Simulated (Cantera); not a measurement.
Feed: 1 mol n-butane, 0.45 mol O2, at 0.00133 bar.

Cantera equilibrium calculation (NASA polynomials, part measured and part estimated; ideal gas, pure solids and liquids). Candidate condensed phases: C, C6H6, C7H8, C8H18, H2O; 131 gas species. Ions and electrons are included (thermal ionisation). The numbers say what is thermodynamically allowed, not how fast it happens.

### Question
Which condensed phases are stable at each of these points (T (K)): 2000, 2500, 3000, 3500, 4000, 4500, 5000?

### Answer
```
T (K)  condensed phases  C condensed (%)
-----  ----------------  ---------------
2000        C(graphite)             77.3
2500        C(graphite)             75.3
3000           gas only              0.0
3500           gas only              0.0
4000           gas only              0.0
4500           gas only              0.0
5000           gas only              0.0
```

From 2000 K to 2500 K the condensed part is C(graphite). From 3000 K to 5000 K nothing is condensed.
